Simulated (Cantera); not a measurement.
A perfectly stirred reactor is fed with 5.46 % CH₄, 1.91 % H₂, 19.5 % O₂, 73.1 % N₂, at 10.0 bar; it is adiabatic with a 698 K inlet, and is followed from long to short residence time, starting on the burning branch (τ in s: 0.31, 0.15, 0.07, 0.033, 0.016, 0.0075, 0.0036, 0.0017, 0.0008, 0.00038, 0.00018, 8.6e-05).

Detailed kinetics in Cantera: GRI-Mech 3.0 (53 species, 325 reactions).

x: mole fraction; the columns are a selection and need not sum to one.

```json
[
 {"τ (s)": "0.31", "T (K)": "2013", "x CH₄": "3.45e-7", "x H₂": "4.85e-5", "x O₂": "0.0760", "x CO": "9.99e-5", "x NO": "0.00116", "x CH₂CO": "4.35e-12"},
 {"τ (s)": "0.15", "T (K)": "2014", "x CH₄": "7.03e-7", "x H₂": "4.99e-5", "x O₂": "0.0763", "x CO": "0.000107", "x NO": "0.000664", "x CH₂CO": "1.17e-11"},
 {"τ (s)": "0.070", "T (K)": "2015", "x CH₄": "1.48e-6", "x H₂": "5.26e-5", "x O₂": "0.0764", "x CO": "0.000122", "x NO": "0.000351", "x CH₂CO": "3.75e-11"},
 {"τ (s)": "0.033", "T (K)": "2015", "x CH₄": "3.04e-6", "x H₂": "5.77e-5", "x O₂": "0.0765", "x CO": "0.000152", "x NO": "0.000185", "x CH₂CO": "1.30e-10"},
 {"τ (s)": "0.016", "T (K)": "2014", "x CH₄": "5.94e-6", "x H₂": "6.73e-5", "x O₂": "0.0766", "x CO": "0.000207", "x NO": "0.000103", "x CH₂CO": "4.49e-10"},
 {"τ (s)": "0.0075", "T (K)": "2013", "x CH₄": "1.15e-5", "x H₂": "8.66e-5", "x O₂": "0.0767", "x CO": "0.000318", "x NO": "6.04e-5", "x CH₂CO": "___"},
 {"τ (s)": "0.0036", "T (K)": "2010", "x CH₄": "2.10e-5", "x H₂": "0.000121", "x O₂": "0.0768", "x CO": "0.000512", "x NO": "4.01e-5", "x CH₂CO": "___"},
 {"τ (s)": "0.0017", "T (K)": "2005", "x CH₄": "3.70e-5", "x H₂": "0.000182", "x O₂": "0.0769", "x CO": "0.000856", "x NO": "2.95e-5", "x CH₂CO": "___"},
 {"τ (s)": "0.00080", "T (K)": "1998", "x CH₄": "6.36e-5", "x H₂": "0.000285", "x O₂": "0.0772", "x CO": "0.00144", "x NO": "2.37e-5", "x CH₂CO": "___"},
 {"τ (s)": "0.00038", "T (K)": "1986", "x CH₄": "0.000108", "x H₂": "0.000452", "x O₂": "0.0777", "x CO": "0.00242", "x NO": "1.97e-5", "x CH₂CO": "___"},
 {"τ (s)": "0.00018", "T (K)": "1967", "x CH₄": "0.000186", "x H₂": "0.000722", "x O₂": "0.0786", "x CO": "0.00406", "x NO": "1.61e-5", "x CH₂CO": "___"},
 {"τ (s)": "8.6e-5", "T (K)": "1937", "x CH₄": "0.000333", "x H₂": "0.00115", "x O₂": "0.0802", "x CO": "0.00680", "x NO": "1.23e-5", "x CH₂CO": "___"}
]
```

**Question.** Fill in the missing entries.

**Answer.** 
- 0.0075, x CH₂CO: 1.59e-9
- 0.0036, x CH₂CO: 5.03e-9
- 0.0017, x CH₂CO: 1.48e-8
- 0.00080, x CH₂CO: 4.01e-8
- 0.00038, x CH₂CO: 1.01e-7
- 0.00018, x CH₂CO: 2.48e-7
- 8.6e-5, x CH₂CO: 6.20e-7
